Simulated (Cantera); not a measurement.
## Premixed flame

A freely propagating, adiabatic, planar premixed flame of 40.3 % H₂, 12.6 % O₂, 47.1 % N₂, equivalence ratio 1.6, unburnt at 675 K and 100000 Pa; mixture-averaged transport, grid criteria slope 0.08 and curve 0.16, no radiation.

Model: the H2/O2 subset of GRI-Mech 3.0, which has no nitrogen chemistry, integrated in Cantera. Burning velocities carry a grid error of a few per cent, more on coarse grids.

```
z (mm)  T (K)  u (m/s)   x H₂     x O₂     x HO₂       x O      x OH   x H₂O₂
------  -----  -------  -----  -------  --------  --------  --------  -------
-1.42     675     11.1  0.403    0.126     <1e-8     <1e-8     <1e-8    <1e-8
-0.947    675     11.1  0.403    0.126     <1e-8     <1e-8     <1e-8    <1e-8
-0.711    675     11.1  0.403    0.126   1.39e-8     <1e-8     <1e-8    <1e-8
-0.474    675     11.1  0.403    0.126   1.53e-6     <1e-8     <1e-8    <1e-8
-0.237    693     11.4  0.400    0.125  0.000205   1.62e-5   7.26e-5  1.87e-6
-0.118    876     14.1  0.368    0.120  0.000146  0.000487  0.000685  5.04e-6
0        1295     20.3  0.245   0.0732   6.35e-5   0.00558   0.00387  2.74e-6
0.118    1581     24.4  0.148   0.0181   1.54e-5   0.00713   0.00798  1.61e-6
0.237    1704     26.1  0.134  0.00689   5.60e-6   0.00608   0.00961  1.07e-6
0.474    1838     27.9  0.137  0.00410   3.07e-6   0.00508    0.0109  6.28e-7
0.947    1983     29.8  0.145  0.00294   2.04e-6   0.00383    0.0113  3.39e-7
1.89     2124     31.6  0.151  0.00188   1.28e-6   0.00252    0.0107  1.85e-7
3.79     2251     33.1  0.157  0.00104   7.40e-7   0.00142   0.00912  1.06e-7
```
x: mole fraction of selected species; z is measured from the peak of heat release.

- laminar burning velocity = 1110 cm/s
- thermal thickness = 0.474 mm
- peak x(HO₂) = 0.000218
- peak x(O) = 0.00747
- peak x(OH) = 0.0113
- peak x(H₂O₂) = 5.22e-6
